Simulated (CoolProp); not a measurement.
Vapour-liquid equilibrium of methanol (1) + toluene (2) at 12.2 bar; x and y are mole fractions of (1).

Model: multi-fluid Helmholtz-energy mixture model, de Reuck 1993 and Lemmon 2006; pair parameters Bell 2016, in CoolProp.

### Question
Give the bubble temperature and the first vapour's composition at x = 0.35, 0.65, 0.8. Is there an azeotrope?

### Answer
x = 0.35: 160.3 °C, y = 0.722; x = 0.65: 151.4 °C, y = 0.818; x = 0.8: 148.1 °C, y = 0.880. No azeotrope shows between x = 0.05 and 0.95.

Pair parameters are fitted to limited data, so mixtures are less certain than the pure fluids. With so large a gap from Raoult's law the liquid may split in two, which this calculation doesn't test in full.
